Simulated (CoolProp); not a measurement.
Values from CoolProp's reference Helmholtz-energy equation of state, Eisenbach 2021.

Problem. For propylene glycol, give the phase and the density (kg/m³), cv (kJ/(kg K)), fugacity coefficient at 360 K and 13300 kPa.

Solution. 
- 360 K and 13300 kPa: liquid; density 992, cv 2.45, fugacity coefficient 0.000154
